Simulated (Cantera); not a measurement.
A perfectly stirred reactor is fed with H2 : O2 : N2 = 0.007 : 1 : 0.77 (molar parts), equivalence ratio 0.0035, at 18.0 Torr; it is held at 1275 K, and followed from long to short residence time.

Detailed kinetics in Cantera: the H2/O2 subset of GRI-Mech 3.0, which has no nitrogen chemistry. Radical loss at walls, strong at low pressure, is not modelled.

Question: Predict: x(H2) at τ = 7.40 s; x(O2) at τ = 7.40 s; x(H) at τ = 7.40 s; x(H2O2) at τ = 7.40 s; x(HO2) at τ = 7.40 s; x(H2) at τ = 0.110 s; x(O2) at τ = 0.110 s; x(H) at τ = 0.110 s; x(H2O2) at τ = 0.110 s; x(HO2) at τ = 0.110 s.

Answer: 
```json
{
 "x(H2) at τ = 7.40 s": "5.38e-6",
 "x(O2) at τ = 7.40 s": "0.562",
 "x(H) at τ = 7.40 s": "2.44e-6",
 "x(H2O2) at τ = 7.40 s": "3.96e-9",
 "x(HO2) at τ = 7.40 s": "1.27e-7",
 "x(H2) at τ = 0.110 s": "6.57e-5",
 "x(O2) at τ = 0.110 s": "0.560",
 "x(H) at τ = 0.110 s": "6.26e-5",
 "x(H2O2) at τ = 0.110 s": "1.19e-8",
 "x(HO2) at τ = 0.110 s": "4.63e-7"
}
```
